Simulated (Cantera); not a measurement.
A Cantera script and its output.

```python
import numpy as np
import cantera as ct

gas = ct.Solution("gri30.yaml")
gas.TPX = 625, 1000000, {'CH4': 1, 'O2': 2.67, 'N2': 9.07}
flame = ct.FreeFlame(gas, width=0.008)
flame.set_refine_criteria(ratio=3, slope=0.08, curve=0.16)
flame.transport_model = "mixture-averaged"
flame.solve(loglevel=0, auto=True)
z, T = flame.grid, flame.T
thick = (T[-1] - T[0]) / np.gradient(T, z).max()
show = ['CH4', 'O2', 'OH', 'N2O', 'C2H2', 'H2O']
print(f"laminar burning velocity  {flame.velocity[0] * 100:.3f} cm/s")
print(f"burnt temperature         {T[-1]:.1f} K")
print(f"thermal thickness         {thick * 1e3:.4f} mm")
print(f"grid points               {len(z)}")
z0 = z[flame.heat_release_rate.argmax()]
print(f"{'z/mm':>9s}{'T/K':>9s}{'u/(m/s)':>9s}" + "".join(f"{s:>11s}" for s in show))
rows = []
for k in (-3, -2, -1.5, -1, -0.5, -0.25, 0, 0.25, 0.5, 1, 2, 4, 8):
    zz = z0 + k * thick
    rows.append([k * thick, np.interp(zz, z, T), np.interp(zz, z, flame.velocity),
                 *(np.interp(zz, z, flame.X[gas.species_index(s)]) for s in show)])
    print(f"{rows[-1][0] * 1e3:9.3f}{rows[-1][1]:9.1f}{rows[-1][2]:9.3f}" + "".join(f"{x:11.3e}" for x in rows[-1][3:]))
```

It prints:

```
laminar burning velocity  50.166 cm/s
burnt temperature         2250.9 K
thermal thickness         0.0665 mm
grid points               135
     z/mm      T/K  u/(m/s)        CH4         O2         OH        N2O       C2H2        H2O
   -0.200    626.2    0.503  7.835e-02  2.094e-01  8.904e-12  8.944e-11  1.201e-08  2.821e-04
   -0.133    635.2    0.511  7.762e-02  2.085e-01  7.732e-10  1.276e-09  1.551e-07  1.978e-03
   -0.100    658.6    0.530  7.596e-02  2.066e-01  7.496e-09  5.530e-09  6.366e-07  5.798e-03
   -0.067    761.2    0.615  6.937e-02  1.980e-01  1.387e-07  3.444e-08  3.645e-06  2.001e-02
   -0.033   1157.4    0.943  4.537e-02  1.613e-01  8.860e-06  2.281e-07  2.192e-05  6.498e-02
   -0.017   1526.9    1.249  2.325e-02  1.239e-01  1.350e-04  5.003e-07  4.766e-05  1.022e-01
    0.000   1890.9    1.547  4.157e-03  8.362e-02  1.760e-03  9.533e-07  6.058e-05  1.359e-01
    0.017   2055.8    1.674  1.441e-04  6.430e-02  5.034e-03  1.534e-06  4.540e-06  1.470e-01
    0.033   2127.2    1.724  3.164e-06  5.852e-02  5.666e-03  1.909e-06  8.990e-08  1.496e-01
    0.067   2195.4    1.772  3.469e-09  5.489e-02  4.892e-03  2.007e-06  1.093e-10  1.524e-01
    0.133   2236.9    1.801  4.646e-13  5.326e-02  3.667e-03  1.556e-06  6.074e-14  1.545e-01
    0.266   2250.1    1.810  7.870e-14  5.283e-02  3.107e-03  1.146e-06  5.580e-17  1.553e-01
    0.532   2251.5    1.811  1.409e-14  5.277e-02  3.040e-03  1.085e-06  1.378e-18  1.554e-01
```

Model: GRI-Mech 3.0 (53 species, 325 reactions), integrated in Cantera. Burning velocities carry a grid error of a few per cent, more on coarse grids.
